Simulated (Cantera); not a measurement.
A Cantera script and its output.

```python
import numpy as np
import cantera as ct

gas = ct.Solution("gri30.yaml")
gas.TPX = 1473, 560000, {'CH4': 1, 'H2O': 1}
inlet = ct.Reservoir(gas, clone=True)

reactor = ct.IdealGasConstPressureReactor(gas, energy="off", clone=False)
exhaust = ct.Reservoir(gas, clone=True)
tau = [4.9, 1.2, 0.3, 0.076, 0.019, 0.0048, 0.0012][0]
for a, b in ((inlet, reactor), (reactor, exhaust)):
    ct.MassFlowController(a, b, mdot=lambda t: reactor.mass / tau)
net = ct.ReactorNet([reactor])
show = ['CH4', 'H2O', 'HCO', 'C2H', 'CH2CO']

rows = []
print(f"{'tau/s':>10s}{'T/K':>9s}" + "".join(f"{s:>11s}" for s in show))
for tau in [4.9, 1.2, 0.3, 0.076, 0.019, 0.0048, 0.0012]:
    net.initial_time = 0.0
    net.advance(30 * tau)
    before = gas.X
    net.advance(40 * tau)
    drift = np.max(np.abs(gas.X - before) / (gas.X + 1e-9))
    rows.append([gas.T, *gas[show].X, drift])
    print(f"{tau:10.3e}{gas.T:9.1f}" + "".join(f"{x:11.3e}" for x in gas[show].X))
```

It prints:

```
     tau/s      T/K        CH4        H2O        HCO        C2H      CH2CO
 4.900e+00   1473.0  2.313e-01  3.239e-01  1.346e-09  4.584e-10  9.188e-06
 1.200e+00   1473.0  2.456e-01  3.845e-01  4.883e-10  6.834e-10  1.627e-05
 3.000e-01   1473.0  2.966e-01  4.295e-01  1.428e-10  6.295e-10  1.850e-05
 7.600e-02   1473.0  3.933e-01  4.666e-01  7.401e-11  3.509e-10  1.272e-05
 1.900e-02   1473.0  4.627e-01  4.900e-01  7.083e-11  1.010e-10  3.948e-06
 4.800e-03   1473.0  4.904e-01  4.983e-01  4.699e-11  9.105e-12  2.646e-07
 1.200e-03   1473.0  4.979e-01  4.998e-01  1.165e-11  2.124e-13  3.100e-09
```

Cantera simulation using GRI-Mech 3.0 (53 species, 325 reactions); the numbers are that mechanism's predictions, not measurements.
